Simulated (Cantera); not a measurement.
Charge: 1 mol SiC, a varied amount of O2, 12 mol H2, at 900 °C and 0.260 Pa.

Cantera equilibrium calculation (NASA polynomials, part measured and part estimated; ideal gas, pure solids and liquids). Candidate condensed phases: C, C6H6, C7H8, C8H18, H2O, Si, SiC, SiO2; 123 gas species. Mutual solubility and eutectic melting of coexisting phases are not modelled. The tables hold silica as quartz up to 1696 K and as liquid above; real silica turns to tridymite and cristobalite and melts near 1996 K. Kinetics and transport are ignored.

Question: Which condensed phases are stable at each of these points (n(O2) (mol)): 0.22, 0.31, 0.4, 0.5, 0.59, 0.68, 0.77, 0.87, 0.96?

Answer: 
```csv
n(O2) (mol),condensed phases,Si condensed (%)
0.22,SiC(s),78.0
0.31,SiC(s),69.0
0.4,SiC(s) + SiO2(β-quartz),68.4
0.5,SiC(s) + SiO2(β-quartz),69.8
0.59,SiC(s) + SiO2(β-quartz),70.9
0.68,SiC(s) + SiO2(β-quartz),71.8
0.77,SiC(s) + SiO2(β-quartz),72.6
0.87,SiC(s) + SiO2(β-quartz),73.4
0.96,SiC(s) + SiO2(β-quartz),73.9
```

From 0.22 mol O2 to 0.31 mol O2 the condensed part is SiC(s). From 0.4 mol O2 to 0.96 mol O2 the condensed part is SiC(s) + SiO2(β-quartz).
